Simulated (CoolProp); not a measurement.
Vapour-liquid equilibrium of R134a (1) + R123 (2) at 0.0279 MPa; x and y are mole fractions of (1).

The numbers come from the multi-fluid Helmholtz-energy mixture model, Tillner-Roth 1994 and Younglove 1994; pair parameters Bell 2016 in CoolProp.

| x | bubble temperature (K) | y at the bubble point | dew temperature at overall composition x (K) | liquid density (mol/L) |
|---|---|---|---|---|
| 0.05 | 259.5 | 0.424 | 268.7 | 10.31 |
| 0.125 | 249.3 | 0.692 | 267.1 | ? |
| 0.2 | ? | 0.807 | 265.4 | 10.97 |
| 0.275 | 238.1 | 0.866 | 263.6 | 11.25 |
| 0.35 | 234.8 | 0.901 | 261.6 | 11.53 |
| 0.425 | 232.3 | 0.923 | 259.4 | 11.81 |
| 0.5 | 230.3 | 0.939 | 257.0 | 12.08 |
| 0.575 | 228.7 | 0.951 | 254.3 | ? |
| 0.65 | 227.4 | 0.961 | 251.2 | 12.65 |
| 0.725 | 226.2 | 0.969 | ? | 12.96 |
| 0.8 | 225.1 | 0.977 | ? | 13.27 |
| 0.875 | 224.0 | 0.985 | ? | 13.60 |
| 0.95 | 223.0 | ? | 228.9 | 13.95 |

Q: What belongs in the gaps?

A: 
- 0.125, liquid density (mol/L): 10.66
- 0.2, bubble temperature (K): 242.7
- 0.575, liquid density (mol/L): 12.36
- 0.725, dew temperature at overall composition x (K): 247.6
- 0.8, dew temperature at overall composition x (K): 243.1
- 0.875, dew temperature at overall composition x (K): 237.3
- 0.95, y at the bubble point: 0.994

No azeotrope shows between x = 0.05 and 0.95.

Pair parameters are fitted to limited data, so mixtures are less certain than the pure fluids.
